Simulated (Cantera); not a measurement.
A Cantera script and what it prints.

```python
import numpy as np
import cantera as ct

gas_names = [...]  # 113 gases of nasa_gas.yaml made of C, H, O, Ta
cond_names = """
    C(gr) C6H6(L) C7H8(L) C8H18(L),n-octa H2O(s) H2O(L) Ta(cr) Ta(L) TaC(s) TaC(L) Ta2O5(s) Ta2O5(L)
""".split()


# ... load() reads the species with a 1 bar reference pressure and builds the phases ...
atoms = {
    'Ta(OEt)5': {'Ta': 1, 'C': 10, 'H': 25, 'O': 5},
    'H2O': {'H': 2, 'O': 1},
    'H2': {'H': 2},
}
top_T = {'C(gr)': 4500}  # K; cautious upper limits of use, not melting points


# ... equilibrate(T, P, feed) seeds the gas with the atoms and calls Mixture.equilibrate('TP', solver="vcs", rtol=1e-11, max_steps=5000) ...
results = []
feed = {'Ta(OEt)5': 1, 'H2O': 29, 'H2': 3.3}  # mol
T = 2873  # K
P = 6.8  # Pa
mix = equilibrate(T, P, feed)
results.append((T, P, feed, dict(zip(mix.species_names, mix.species_moles))))
x = sorted(zip(gas.X, gas.species_names), reverse=True)
print(f"T = {T:g} K  P = {P:g} Pa  gas = {mix.phase_moles(0):.4g} mol")
print("   x: " + "  ".join(f"{s} {v:.3e}" for v, s in x if v > 1e-05))
print("   condensed (mol): " + ("  ".join(f"{mix.phase(i).name} {mix.phase_moles(i):.4g}"
      for i in range(1, mix.n_phases) if mix.phase_moles(i) > 1e-12) or "none"))
```

It prints:

```
T = 2873 K  P = 6.8 Pa  gas = 122.4 mol
   x: H 7.241e-01  O 1.811e-01  CO 8.161e-02  TaO2 4.513e-03  TaO 3.655e-03  H2 3.227e-03  OH 1.297e-03  O2 4.320e-04  CO2 6.839e-05  H2O 1.929e-05
   condensed (mol): none
```

Method: chemical equilibrium by Gibbs-energy minimisation in Cantera with the NASA 1993 tables (ideal gas, pure condensed phases). The feed counts by its element totals alone.
